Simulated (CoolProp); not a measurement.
A single-stage vapour-compression cycle with R142b: evaporating at 286.15 K (dew point), condensing at 343.15 K (bubble point), superheat 5 K, subcooling 2 K, compressor efficiency 0.7, no pressure losses. Each further row changes one setting.

The numbers come from the reference Helmholtz-energy equation of state, Lemmon 2006 in CoolProp. It is a short technical equation, of lower accuracy than the large ones.

```json
[
 {"case": "as stated", "cooling COP": "2.67", "pressure ratio": "4.82", "discharge temperature (K)": "363.0", "refrigerating effect (kJ/kg)": "139", "volumetric capacity (kJ/m³)": "1420"},
 {"case": "evaporating temperature 291.15 K", "cooling COP": "3.05", "pressure ratio": "4.09", "discharge temperature (K)": "361.1", "refrigerating effect (kJ/kg)": "143", "volumetric capacity (kJ/m³)": "1700"},
 {"case": "condensing temperature 338.15 K", "cooling COP": "3.03", "pressure ratio": "…", "discharge temperature (K)": "357.4", "refrigerating effect (kJ/kg)": "147", "volumetric capacity (kJ/m³)": "1500"},
 {"case": "subcooling 7 K", "cooling COP": "…", "pressure ratio": "4.82", "discharge temperature (K)": "363.0", "refrigerating effect (kJ/kg)": "147", "volumetric capacity (kJ/m³)": "1500"},
 {"case": "superheat 15 K", "cooling COP": "2.71", "pressure ratio": "4.82", "discharge temperature (K)": "373.5", "refrigerating effect (kJ/kg)": "148", "volumetric capacity (kJ/m³)": "1450"},
 {"case": "compressor efficiency 0.6", "cooling COP": "2.29", "pressure ratio": "4.82", "discharge temperature (K)": "…", "refrigerating effect (kJ/kg)": "139", "volumetric capacity (kJ/m³)": "1420"}
]
```

What belongs in the gaps?


- condensing temperature 338.15 K, pressure ratio: 4.30
- subcooling 7 K, cooling COP: 2.81
- compressor efficiency 0.6, discharge temperature (K): 371.0
